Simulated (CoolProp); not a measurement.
The numbers come from the reference Helmholtz-energy equation of state, Zhou 2012 in CoolProp.

### Question
Give the vapour pressure (kPa), liquid density (kg/m³), vapour density (kg/m³) of saturated m-xylene at 111.65, 242.85 °C.

### Answer
| T (°C) | p (kPa) | liquid density (kg/m³) | vapour density (kg/m³) |
|---|---|---|---|
| 111.65 | 45.6 | 782 | 1.55 |
| 242.85 | 879 | 635 | 27.1 |
